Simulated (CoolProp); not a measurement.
Vapour pressure (kPa) of ethanol: the reference equation beside estimates from Tc = 241.6 °C, pc = 6268 kPa, ω = 0.644. Clausius-Clapeyron is anchored at 69.85 °C with a constant enthalpy of vaporisation of 39.76 kJ/mol.

Computed with CoolProp (reference Helmholtz-energy equation of state, Schroeder 2014).

```tsv
T (°C)	reference	Lee-Kesler	Clausius-Clapeyron	van der Waals	Redlich-Kwong	Peng-Robinson
69.85	71.54	71.35	71.54	972.9	356.7	74.47
84.85	129.9	130.5	128.3	1216	519.2	…
99.75	222.3	223.5	…	…	727.8	228.6
114.65	362.4	363.4	358.2	1810	990.2	369.4
129.65	567.7	566.2	567.0	2169	1315	573.8
144.55	853.7	846.1	865.9	2566	1705	856.4
159.55	1244	1226	1288	3010	2171	1241
174.45	…	1722	1861	3496	2713	1745
189.35	2410	2362	2625	4028	3338	2395
204.35	3241	3183	3632	4610	4058	3226
219.25	…	4212	4918	5237	4868	…
```

Q: Some entries are withheld; supply them.

A: 
- 84.85, Peng-Robinson: 134.6
- 99.75, Clausius-Clapeyron: 218.8
- 99.75, van der Waals: 1494
- 174.45, reference: 1755
- 219.25, reference: 4263
- 219.25, Peng-Robinson: 4258

Absolute difference from the reference over all 11 rows, mean and median: Lee-Kesler 1.0 and 0.9 %, Clausius-Clapeyron 4.7 and 1.6 %, van der Waals 356.7 and 200.6 %, Redlich-Kwong 139.8 and 99.7 %, Peng-Robinson 1.4 and 0.6 %.
